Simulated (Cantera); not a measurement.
Feed: 1 mol Al(CH3)3, 190 mol NH3, 230 mol H2, held at 10.0 mbar.

Cantera equilibrium calculation (NASA polynomials, part measured and part estimated; ideal gas, pure solids and liquids). Candidate condensed phases: Al, AlN, C, C6H6, C7H8, C8H18; 97 gas species. The feed counts by its element totals alone. Equilibrium is a limit: real reactors are often held back by kinetics, nucleation or transport.

x: gas mole fraction; n: condensed amount in mol.

```json
[
 {"T (K)": "1673", "x H2": "0.844", "x N2": "0.153", "x H": "0.00105", "x HCN": "0.00113", "x Al": "3.08e-5", "x C2H2 (acetylene)": "?", "n AlN(s)": "0.980", "n C(graphite)": "2.22"},
 {"T (K)": "1723", "x H2": "0.844", "x N2": "0.153", "x H": "0.00167", "x HCN": "0.00149", "x Al": "0.000116", "x C2H2 (acetylene)": "?", "n AlN(s)": "0.925", "n C(graphite)": "1.96"},
 {"T (K)": "1773", "x H2": "0.842", "x N2": "0.153", "x H": "0.00261", "x HCN": "0.00193", "x Al": "0.000404", "x C2H2 (acetylene)": "?", "n AlN(s)": "0.741", "n C(graphite)": "1.62"},
 {"T (K)": "1823", "x H2": "0.839", "x N2": "0.153", "x H": "0.00397", "x HCN": "0.00246", "x Al": "0.00131", "x C2H2 (acetylene)": "?", "n AlN(s)": "0.160", "n C(graphite)": "1.20"},
 {"T (K)": "1873", "x H2": "0.837", "x N2": "0.152", "x H": "0.00590", "x HCN": "0.00308", "x Al": "0.00157", "x C2H2 (acetylene)": "?", "n AlN(s)": "0", "n C(graphite)": "0.685"},
 {"T (K)": "1923", "x H2": "0.834", "x N2": "0.152", "x H": "0.00860", "x HCN": "0.00383", "x Al": "0.00157", "x C2H2 (acetylene)": "0.000376", "n AlN(s)": "0", "n C(graphite)": "0.0505"},
 {"T (K)": "1973", "x H2": "0.830", "x N2": "0.151", "x H": "0.0123", "x HCN": "0.00390", "x Al": "0.00157", "x C2H2 (acetylene)": "0.000366", "n AlN(s)": "0", "n C(graphite)": "0"},
 {"T (K)": "2023", "x H2": "0.826", "x N2": "0.151", "x H": "0.0173", "x HCN": "0.00390", "x Al": "0.00157", "x C2H2 (acetylene)": "0.000347", "n AlN(s)": "0", "n C(graphite)": "0"},
 {"T (K)": "2073", "x H2": "0.820", "x N2": "0.150", "x H": "0.0238", "x HCN": "0.00390", "x Al": "0.00157", "x C2H2 (acetylene)": "0.000328", "n AlN(s)": "0", "n C(graphite)": "0"},
 {"T (K)": "2123", "x H2": "0.812", "x N2": "0.150", "x H": "0.0323", "x HCN": "0.00389", "x Al": "0.00157", "x C2H2 (acetylene)": "0.000310", "n AlN(s)": "0", "n C(graphite)": "0"}
]
```

**Question.** Complete the blanks.

**Answer.** 
- 1673, x C2H2 (acetylene): 4.81e-5
- 1723, x C2H2 (acetylene): 7.63e-5
- 1773, x C2H2 (acetylene): 0.000118
- 1823, x C2H2 (acetylene): 0.000177
- 1873, x C2H2 (acetylene): 0.000261
